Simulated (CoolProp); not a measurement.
A closed Brayton cycle with nitrogen: compressor inlet 325.15 K and 6.7 MPa, high pressure 13.3 MPa, turbine inlet 860 K, compressor efficiency 0.8, turbine efficiency 0.93, recuperator effectiveness 0.9 (on enthalpy, no pinch check). Each further row changes one setting.

Values from CoolProp's reference Helmholtz-energy equation of state, Span 2000.

| case | thermal efficiency (%) | net work (kJ/kg) | compressor to turbine work | compressor exit (K) | turbine exit (K) |
|---|---|---|---|---|---|
| as stated | … | 60.4 | 0.61 | 413.9 | 726.8 |
| turbine inlet 810 K | 28.7 | … | … | 413.9 | … |
| compressor inlet 335.15 K | 30.0 | 57.3 | 0.63 | 426.6 | 726.8 |
| high pressure 11.3 MPa | … | 50.3 | 0.58 | … | 756.6 |
| recuperator effectiveness 0.5 | … | 60.4 | 0.61 | 413.9 | 726.8 |

Task: Some entries are withheld; supply them.

Result: 
- as stated, thermal efficiency (%): 31.3
- turbine inlet 810 K, net work (kJ/kg): 51.4
- turbine inlet 810 K, compressor to turbine work: 0.65
- turbine inlet 810 K, turbine exit (K): 683.3
- high pressure 11.3 MPa, thermal efficiency (%): 30.7
- high pressure 11.3 MPa, compressor exit (K): 391.2
- recuperator effectiveness 0.5, thermal efficiency (%): 18.3
